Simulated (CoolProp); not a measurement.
Saturation properties of R1132(E).

The numbers come from the reference Helmholtz-energy equation of state, Akasaka 2024 in CoolProp.

```
T (°C)  p (bar)  liquid density (kg/m³)  enthalpy of vaporisation (kJ/kg)
------  -------  ----------------------  --------------------------------
-7.15     6.494                    1024                             260.1
-4.95     6.977                    1017                             257.4
-2.75     7.487                    1011                             254.6
-0.45     8.049                    1004                             251.7
1.75      8.616                   996.8                             248.9
3.95      9.212                   989.9                             245.9
6.25      9.867                   982.5                             242.8
8.45      10.53                   975.3                             239.8
10.65     11.22                   968.0                             236.7
12.85     11.94                   960.5                             233.5
15.15     12.73                   952.6                             230.2
17.35     13.53                   944.8                             226.8
19.55     14.36                   936.9                             223.4
21.85     15.26                   928.4                             219.8
24.05     16.17                   920.1                             216.2
```
